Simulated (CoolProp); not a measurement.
R124 at several states: density (kg/m³) from the reference equation and from simpler models built on Tc = 122.3 °C, pc = 3624 kPa, ω = 0.288; each cubic takes its own stable root.

Values from CoolProp's reference Helmholtz-energy equation of state, de Vries 1995.

| T (°C) | p (kPa) | phase | reference |
|---|---|---|---|
| -104.45 | 29.6 | liquid | 1726 |
| -3.25 | 1090 | liquid | 1450 |
| 3.65 | 2240 | liquid | 1433 |
| -53.05 | 150 | liquid | 1591 |

Problem. How far does each simpler model (van der Waals, Redlich-Kwong, Soave-Redlich-Kwong, Peng-Robinson) lie from the reference over these 4 states: mean and median of the absolute difference, and the worst?

Solution. 
- van der Waals: mean 69.4 %, median 69.4 %, worst -99.8 % at -104.45 °C and 29.6 kPa
- Redlich-Kwong: mean 11.7 %, median 11.8 %, worst -12.1 % at -3.25 °C and 1090 kPa
- Soave-Redlich-Kwong: mean 8.8 %, median 8.5 %, worst -10.0 % at -104.45 °C and 29.6 kPa
- Peng-Robinson: mean 2.9 %, median 3.3 %, worst +3.8 % at 3.65 °C and 2240 kPa

At some of these states van der Waals gives the other phase, because its saturation line lies elsewhere.
